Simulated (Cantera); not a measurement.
A Cantera script and its output.

```python
import numpy as np
import cantera as ct

gas = ct.Solution("gri30.yaml")
gas.TPX = 900, 1200, {'H2': 0.0089, 'O2': 1, 'N2': 0.32}
reactor = ct.IdealGasConstPressureReactor(gas, energy="off", clone=False)
net = ct.ReactorNet([reactor])
net.rtol, net.atol = 1e-08, 1e-18
show = ['H2', 'O2', 'NO', 'HO2', 'H2O2', 'NO2']
times = np.geomspace(0.0002, 8, 13)

steps = ct.SolutionArray(gas, extra=["t"])
rows = []
print(f"{'t/s':>10s}{'T/K':>9s}{'P/Pa':>11s}" + "".join(f"{s:>11s}" for s in show))
for t in times:
    while net.time < t:
        t_next = net.step()
        steps.append(gas.state, t=t_next)
    rows.append([np.interp(t, steps.t, y) for y in (steps.T, steps.P, *steps(*show).X.T)])
    print(f"{t:10.3e}{rows[-1][0]:9.1f}{rows[-1][1]:11.4g}" + "".join(f"{x:11.3e}" for x in rows[-1][2:]))
rate = np.gradient(steps.T, steps.t)
print("integrator steps:", len(steps.t))
if steps.T.max() > steps.T[0] + 200:
    print(f"time of steepest temperature rise: {steps.t[rate.argmax()]:.4e} s")
gas.TPX = 900, 1200, {'H2': 0.0089, 'O2': 1, 'N2': 0.32}
gas.equilibrate("TP")
print(f"equilibrium (TP): T = {gas.T:.1f} K  " + "  ".join(f"{s} {gas[s].X[0]:.3e}" for s in show))
```

It prints:

```
       t/s      T/K       P/Pa         H2         O2         NO        HO2       H2O2        NO2
 2.000e-04    900.0       1200  6.697e-03  7.525e-01  1.819e-29  4.231e-13  6.771e-19  8.182e-40
 4.837e-04    900.0       1200  6.697e-03  7.525e-01  2.502e-28  1.032e-12  3.988e-18  3.479e-38
 1.170e-03    900.0       1200  6.697e-03  7.525e-01  2.907e-27  2.530e-12  2.347e-17  1.475e-36
 2.828e-03    900.0       1200  6.697e-03  7.525e-01  3.213e-26  6.301e-12  1.400e-16  7.103e-35
 6.840e-03    900.0       1200  6.697e-03  7.525e-01  4.659e-25  1.717e-11  8.732e-16  5.028e-33
 1.654e-02    900.0       1200  6.697e-03  7.525e-01  4.648e-23  1.359e-10  9.074e-15  3.710e-30
 4.000e-02    900.0       1200  6.686e-03  7.525e-01  3.253e-16  3.349e-07  4.244e-11  4.661e-20
 9.673e-02    900.0       1200  3.191e-04  7.502e-01  1.014e-09  2.945e-06  4.808e-08  2.726e-13
 2.339e-01    900.0       1200  2.222e-05  7.513e-01  1.278e-09  9.730e-07  1.258e-08  1.145e-12
 5.657e-01    900.0       1200  3.550e-06  7.516e-01  1.289e-09  4.142e-07  8.206e-09  2.607e-12
 1.368e+00    900.0       1200  6.895e-07  7.516e-01  1.288e-09  1.632e-07  5.877e-09  5.373e-12
 3.308e+00    900.0       1200  1.334e-07  7.517e-01  1.284e-09  5.460e-08  3.583e-09  9.119e-12
 8.000e+00    900.0       1200  2.387e-08  7.517e-01  1.281e-09  1.624e-08  1.810e-09  1.221e-11
integrator steps: 1218
equilibrium (TP): T = 900.0 K  H2 2.278e-13  O2 7.517e-01  NO 9.716e-06  HO2 3.517e-11  H2O2 4.344e-13  NO2 2.344e-07
```

Cantera simulation using GRI-Mech 3.0 (53 species, 325 reactions); the numbers are that mechanism's predictions, not measurements. Radical loss at walls, strong at low pressure, is not modelled. Below about 950 K walls govern HO2 and H2O2 in real vessels.
